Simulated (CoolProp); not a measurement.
Properties of carbon dioxide along the isotherm 1.55 °C (Tc = 31.0 °C, pc = 73.77 bar, ω = 0.224).

The numbers come from the reference Helmholtz-energy equation of state, Span 1996 in CoolProp.

```
p (bar)   phase  speed of sound (m/s)  fugacity coefficient
-------  ------  --------------------  --------------------
33.5        gas                 217.0                0.7842
67.1     liquid                 582.7                0.4414
101      liquid                 630.6                0.3140
134      liquid                 668.7                0.2526
168      liquid                 702.8                0.2152
201      liquid                 732.5                0.1916
235      liquid                 760.5                0.1747
268      liquid                 785.7                0.1629
302      liquid                 810.0                0.1540
335      liquid                 832.2                0.1474
369      liquid                 853.9                0.1423
```
